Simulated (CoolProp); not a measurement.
R22 at 298.15 K and 0.387 MPa is throttled through a valve to 0.221 MPa with no heat exchange. Each further row changes one setting.

Model: reference Helmholtz-energy equation of state, Kamei 1995, in CoolProp.

| case | temperature change (K) | final density (kg/m³) |
|---|---|---|
| as stated | ? | ? |
| outlet pressure 0.0663 MPa | ? | 2.40 |
| outlet pressure 0.287 MPa | -2.3 | ? |

Complete the blanks.


- as stated, temperature change (K): -3.8
- as stated, final density (kg/m³): 8.08
- outlet pressure 0.0663 MPa, temperature change (K): -7.3
- outlet pressure 0.287 MPa, final density (kg/m³): 10.5
